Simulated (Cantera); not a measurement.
A closed system holds: 1 mol SiHCl3, 27 mol N2, 4.7 mol H2, 9.9 mol NH3, equilibrated at 33.0 Pa.

Cantera equilibrium calculation (NASA polynomials, part measured and part estimated; ideal gas, pure solids and liquids). Candidate condensed phases: NH4Cl, Si, Si3N4; 28 gas species. Rates play no part.

Over these rows the condensed part is Si3N4(s). Partial pressures as log10 of bar:

```json
[
 {"T (K)": "1198", "1000/T (1/K)": "0.8347", "log p SiCl2": "-7.72", "log p N2": "-3.71", "log p H2": "-3.94", "log p HCl": "-4.73"},
 {"T (K)": "1248", "1000/T (1/K)": "0.8013", "log p SiCl2": "-7.27", "log p N2": "-3.71", "log p H2": "-3.94", "log p HCl": "-4.73"},
 {"T (K)": "1298", "1000/T (1/K)": "0.7704", "log p SiCl2": "-6.85", "log p N2": "-3.71", "log p H2": "-3.94", "log p HCl": "-4.73"},
 {"T (K)": "1348", "1000/T (1/K)": "0.7418", "log p SiCl2": "?", "log p N2": "-3.71", "log p H2": "-3.94", "log p HCl": "-4.74"},
 {"T (K)": "1398", "1000/T (1/K)": "0.7153", "log p SiCl2": "-6.16", "log p N2": "-3.71", "log p H2": "-3.93", "log p HCl": "-4.76"},
 {"T (K)": "1448", "1000/T (1/K)": "0.6906", "log p SiCl2": "-5.89", "log p N2": "-3.71", "log p H2": "-3.93", "log p HCl": "-4.79"}
]
```

Problem. Fit log p(SiCl2) = a + b·(1000/T) to the five rows, give the apparent enthalpy, and predict the row at 1348 K.

Solution. Means: 1000/T = 0.7625, log p = -6.778. Sxy = -0.180688, Sxx = 0.0141781, so b = -12.74 and a = -6.778 − (-12.74)×0.7625 = 2.94.
Apparent enthalpy: −19.145 × (-12.74) = 244 kJ/mol. With the condensed phases at unit activity, 1/3 Si3N4(s) + 2 HCl(g) = SiCl2(g) + 2/3 N2(g) + H2(g) links this pressure to the main gases: over the six rows their terms move log p by -0.13 in all, so the slope isn't that reaction's ΔH° alone. The five rows lie within 0.03 of the line.
Prediction at 1348 K: 2.94 + (-12.74)×0.7418 = -6.51. The computed value is -6.48, 0.03 from the line.
